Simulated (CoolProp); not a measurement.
CF4 (R14) along the isotherm 38.85 °C: density (kg/m³) from the reference equation and from simpler models built on Tc = -45.8 °C, pc = 3.762 MPa, ω = 0.178; each cubic takes its own stable root.

Computed with CoolProp (reference Helmholtz-energy equation of state, Platzer 1990). This equation is an older, rougher fit; its heat capacities, sound speeds and derivatives of the liquid may be far off and weren't checked against measurements.

```csv
p (MPa),phase,reference
1.05,gas,36.82
2.09,gas,75.76
3.14,gas,117.7
4.18,supercritical,162.1
5.23,supercritical,209.6
6.27,supercritical,259.3
7.32,supercritical,311.7
8.36,supercritical,365.1
9.41,supercritical,419.4
```

Problem. How far does each simpler model (ideal gas, van der Waals, Redlich-Kwong, Soave-Redlich-Kwong, Peng-Robinson) lie from the reference over these 9 states: mean and median of the absolute difference, and the worst?

Solution. 
- ideal gas: mean 14.6 %, median 15.4 %, worst -23.9 % at 38.85 °C and 9.41 MPa
- van der Waals: mean 6.3 %, median 6.0 %, worst +12.0 % at 38.85 °C and 9.41 MPa
- Redlich-Kwong: mean 2.6 %, median 2.8 %, worst +4.3 % at 38.85 °C and 9.41 MPa
- Soave-Redlich-Kwong: mean 2.0 %, median 1.7 %, worst -4.4 % at 38.85 °C and 9.41 MPa
- Peng-Robinson: mean 1.2 %, median 1.4 %, worst +1.7 % at 38.85 °C and 5.23 MPa
